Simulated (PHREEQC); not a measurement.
A solution holds 0.072 mol HF, 0.00051 mol K2HPO4 and 0.00016 mol KCl per kg of water, at 25 °C. Closed to the air; pH follows from the charge balance.

Model: ion-association model, wateq4f.dat, run in PHREEQC.

No solid was allowed to form.

Task: Order these F species by the share of F that they hold, largest first: F-, H2F2, HF, HF2-.

Result: HF (70 %), H2F2 (18 %), F- (8.5 %), HF2- (3.3 %)

The pH is 2.22 and the ionic strength 0.00773 mol/kgw. wateq4f.dat counts part of the HF as a dimer, H2F2, which phreeqc.dat doesn't know; its constant is uncertain. H3PO4, which wateq4f.dat lacks, is added to it with the constant of phreeqc.dat.
